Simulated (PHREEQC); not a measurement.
0.015 g of hydrous ferric oxide (600 m²/g; 0.2 weak and 0.005 strong sites per Fe, Dzombak-Morel constants, diffuse double layer) in 1 kg of water with 0.005 mol/kgw of an inert sodium salt and 0.0035 mmol/kgw ZnCl2, at 25 °C; the pH is set by adding NaOH or the inert anion's acid. Oxygen alone is held at its pressure in air (log pO2 = -0.68). CO2 from the air is kept out. Precipitation was switched off in this run.

The series has 13 steps of pH, from 3 to 11.

Computed with PHREEQC (ion-association model, wateq4f.dat).

Near which pH is half of the Zn sorbed, and on which side is more sorbed?

Near pH 7.3, with more sorbed at higher pH.

The oxide is taken as insoluble; below pH 4 it would dissolve.
